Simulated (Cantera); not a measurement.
A Cantera script and what it prints.

```python
import numpy as np
import cantera as ct

gas_names = """
    B BCL BCL2 BCL3 BO BOCL BO2 B2 B2O B2O2 B2O3 B3O3CL3 CL CLO CL2 O O2 O3
""".split()
cond_names = """
    B(b) B(L) B2O3(L)
""".split()


# ... load() reads the species with a 1 bar reference pressure and builds the phases ...
atoms = {
    'BCl3': {'B': 1, 'CL': 3},
    'O2': {'O': 2},
}
top_T = {}  # K; cautious upper limits of use, not melting points


# ... equilibrate(T, P, feed) seeds the gas with the atoms and calls Mixture.equilibrate('TP', solver="vcs", rtol=1e-11, max_steps=5000) ...
results = []
T = 1398  # K
P = 49000  # Pa
for m in [0.49, 1.6, 2.7, 3.8, 4.9, 6, 7.2, 8.3]:
    feed = {'BCl3': 1, 'O2': m}  # mol
    mix = equilibrate(T, P, feed)
    results.append((T, P, feed, dict(zip(mix.species_names, mix.species_moles))))

top = {s: max(r[3][s] / sum(r[3][g] for g in gas_names) for r in results) for s in gas_names}
cols = sorted((s for s in top if top[s] > 1e-05), key=lambda s: -top[s])[:8]
seen = [c for c in cond_names if any(r[3].get(c, 0) > 1e-12 for r in results)]
print("log10 of partial pressures in bar; condensed amounts in mol")
print(f"{'n(O2)':>10s}" + "".join(f"{s[:9]:>10s}" for s in cols + seen))
for T, P, feed, n in results:
    ng = sum(n[g] for g in gas_names)
    print(f"{feed['O2']:10.4g}" + "".join(f"{np.log10(max(n[s] / ng * P / 1e5, 1e-99)):10.3f}" for s in cols)
          + "".join(f"{n.get(c, 0):10.4g}" for c in seen))
```

Output:

```
log10 of partial pressures in bar; condensed amounts in mol
     n(O2)        O2       CL2      BCL3   B3O3CL3        CL      BOCL       CLO   B2O3(L)
      0.49    -6.257    -0.459    -1.024    -1.509    -1.783    -3.411    -6.460    0.2409
       1.6    -0.759    -0.523    -5.243    -5.728    -1.814    -4.817    -3.743    0.4999
       2.7    -0.563    -0.691    -5.641    -6.126    -1.898    -4.950    -3.729    0.4999
       3.8    -0.489    -0.812    -5.880    -6.365    -1.959    -5.029    -3.752    0.4999
       4.9    -0.448    -0.907    -6.053    -6.538    -2.007    -5.087    -3.780    0.4999
         6    -0.423    -0.986    -6.189    -6.674    -2.046    -5.133    -3.806    0.4999
       7.2    -0.404    -1.058    -6.312    -6.797    -2.082    -5.173    -3.833    0.4999
       8.3    -0.392    -1.116    -6.407    -6.892    -2.111    -5.205    -3.856    0.4999
```

Equilibrium computed with Cantera from the NASA thermochemical tables; the gas is ideal and each condensed phase is pure. The tables' values for BOCl are old estimates; treat these amounts as uncertain.
